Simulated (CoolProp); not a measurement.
n-hexane along the isotherm 242.55 °C: fugacity coefficient from the reference equation and from simpler models built on Tc = 234.7 °C, pc = 30.44 bar, ω = 0.300; each cubic takes its own stable root.

Model: reference Helmholtz-energy equation of state, Thol 2019, in CoolProp.

| p (bar) | phase | reference | van der Waals | Peng-Robinson |
|---|---|---|---|---|
| 5.85 | gas | 0.9370 | 0.9453 | 0.9319 |
| 11.7 | gas | 0.8752 | 0.8909 | 0.8661 |
| 17.6 | gas | 0.8137 | 0.8358 | 0.8018 |
| 23.4 | gas | 0.7535 | 0.7808 | 0.7399 |
| 29.3 | gas | 0.6909 | 0.7220 | 0.6768 |
| 35.1 | supercritical | 0.6213 | 0.6515 | 0.6095 |
| 41 | supercritical | 0.5519 | 0.5868 | 0.5444 |
| 46.8 | supercritical | 0.4994 | 0.5382 | 0.4945 |
| 52.7 | supercritical | 0.4576 | 0.4997 | 0.4545 |
| 58.5 | supercritical | 0.4247 | 0.4695 | 0.4228 |
| 64.4 | supercritical | 0.3974 | 0.4447 | 0.3963 |
| 70.2 | supercritical | 0.3751 | 0.4247 | 0.3747 |
| 76.1 | supercritical | 0.3560 | 0.4077 | 0.3560 |
